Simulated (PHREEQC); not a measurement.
Solution (20 °C): 0.0024 mol/kgw HNO3, 0.00017 mol/kgw CuSO4 and 0.00477 mol/kgw MgCl2. Closed to the air; pH follows from the charge balance.

The numbers come from PHREEQC with the ion-association model, phreeqc.dat.

No solid was allowed to form.

**Question.** Estimate the pH, specific conductance.

**Answer.** pH 2.67; specific conductance 1810 µS/cm.

**Question.** In which forms is Cu present?

**Answer.** Cu+2 98 %, CuCl+ 1.2 %, CuSO4 0.8 % of the Cu.
